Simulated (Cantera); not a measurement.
A closed system holds: 1 mol toluene, 0.01 mol NH₃, held at 1300 °C.

Equilibrium computed with Cantera from the NASA thermochemical tables; the gas is ideal and each condensed phase is pure. Candidate condensed phases: C, C₆H₆, C₇H₈, C₈H₁₈; 92 gas species. Rates play no part.

### Question
At 10.0 Pa, list the 5 most abundant gas species with their mole fractions, and the condensed phases.

### Answer
H₂ 0.995, H 0.00406, N₂ 0.00121, HCN 6.00e-5, C₂H₂ (acetylene) 2.06e-5. Condensed: C(graphite).
